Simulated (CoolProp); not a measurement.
The numbers come from the reference Helmholtz-energy equation of state, Akasaka 2019 in CoolProp.

Question: Give the vapour pressure (MPa), liquid density (kg/m³), vapour density (kg/m³) of saturated R1234ze(Z) at 60.65 °C.

Answer: 
```csv
T (°C),p (MPa),liquid density (kg/m³),vapour density (kg/m³)
60.65,0.526,1120,25.4
```
